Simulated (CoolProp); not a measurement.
A closed Brayton cycle with dry air: compressor inlet 333.15 K and 6.3 MPa, high pressure 16.8 MPa, turbine inlet 905 K, compressor efficiency 0.85, turbine efficiency 0.9, recuperator effectiveness 0.9 (on enthalpy, no pinch check). Each further row changes one setting.

The numbers come from the reference Helmholtz-energy equation of state, Lemmon 2000 in CoolProp. It is a pseudo-pure fit of the blend.

| case | thermal efficiency (%) | net work (kJ/kg) | compressor to turbine work | compressor exit (K) | turbine exit (K) |
|---|---|---|---|---|---|
| as stated | 32.4 | 78.6 | 0.63 | 460.9 | 720.9 |
| turbine inlet 855 K | 29.6 | 66.9 | 0.66 | 460.9 | 679.4 |
| compressor inlet 343.15 K | 31.0 | 74.4 | 0.65 | 474.5 | 720.9 |
| high pressure 14.3 MPa | 33.2 | 71.9 | 0.60 | 437.4 | 748.4 |
| recuperator effectiveness 0.5 | 22.2 | 78.6 | 0.63 | 460.9 | 720.9 |
